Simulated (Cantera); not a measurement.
A closed system holds: 1 mol CS2, a varied amount of H2O, at 1148 K and 0.200 bar.

Method: chemical equilibrium by Gibbs-energy minimisation in Cantera with the NASA 1993 tables (ideal gas, pure condensed phases). Candidate condensed phases: C, C6H6, C7H8, C8H18, H2O, H2SO4, S; 123 gas species. Gases not in the tables: S3 to S7. Equilibrium is a limit: real reactors are often held back by kinetics, nucleation or transport.

**Question.** Which condensed phases are stable at each of these points (n(H2O) (mol)): 0.19, 0.26, 0.34, 0.46, 0.61, 0.81, 1.1, 1.4, 1.9, 2.6?

**Answer.** 
| n(H2O) (mol) | condensed phases | C condensed (%) |
|---|---|---|
| 0.19 | C(graphite) | 1.9 |
| 0.26 | gas only | 0.0 |
| 0.34 | gas only | 0.0 |
| 0.46 | gas only | 0.0 |
| 0.61 | gas only | 0.0 |
| 0.81 | gas only | 0.0 |
| 1.1 | gas only | 0.0 |
| 1.4 | gas only | 0.0 |
| 1.9 | gas only | 0.0 |
| 2.6 | gas only | 0.0 |

At 0.19 mol H2O the condensed part is C(graphite). From 0.26 mol H2O to 2.6 mol H2O nothing is condensed.
